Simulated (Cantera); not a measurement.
An adiabatic, constant-volume homogeneous reactor starts with 21.9 % H2, 16.4 % O2, 61.7 % N2, equivalence ratio 0.67, at 1275 K and 29.0 bar.

Detailed kinetics in Cantera: the H2/O2 subset of GRI-Mech 3.0, which has no nitrogen chemistry. The hydrogen kinetics of GRI-Mech 3.0 are dated; newer H2 mechanisms differ, most at raised pressure. The pressure lies above the range GRI-Mech 3.0 was tuned for (to about 10 atm).

x: mole fraction; the columns are a selection and need not sum to one.

```
t (s)     T (K)  P (bar)     x H2    x O2    x HO2      x O      x H
--------  -----  -------  -------  ------  -------  -------  -------
2.00e-6    1275     29.0    0.219   0.164  1.69e-6  4.10e-9  1.67e-8
5.97e-6    1275     29.0    0.219   0.164  7.04e-6  1.11e-8  4.53e-8
1.78e-5    1276     29.0    0.219   0.164        …        …        …
5.32e-5    2988     61.1  0.00533  0.0563  6.52e-5  0.00332  0.00143
0.000159   2988     61.1  0.00533  0.0563  6.52e-5  0.00332  0.00143
0.000475   2988     61.1  0.00533  0.0563  6.52e-5  0.00332  0.00143
0.00142    2988     61.1  0.00533  0.0563  6.52e-5  0.00332  0.00143
0.00423    2988     61.1  0.00533  0.0563  6.52e-5  0.00332  0.00143
0.0126     2988     61.1  0.00533  0.0563  6.52e-5  0.00332  0.00143
0.0377     2988     61.1  0.00533  0.0563  6.52e-5  0.00332  0.00143
0.113      2988     61.1  0.00533  0.0563  6.52e-5  0.00332  0.00143
0.336      2988     61.1  0.00533  0.0563  6.52e-5  0.00332  0.00143
1.00       2988     61.1  0.00533  0.0563  6.52e-5  0.00332  0.00143
3.00       2988     61.1  0.00533  0.0563  6.52e-5  0.00332  0.00143
```

**Question.** Complete the blanks.

**Answer.** 
- 1.78e-5, x HO2: 7.60e-5
- 1.78e-5, x O: 1.56e-7
- 1.78e-5, x H: 6.39e-7
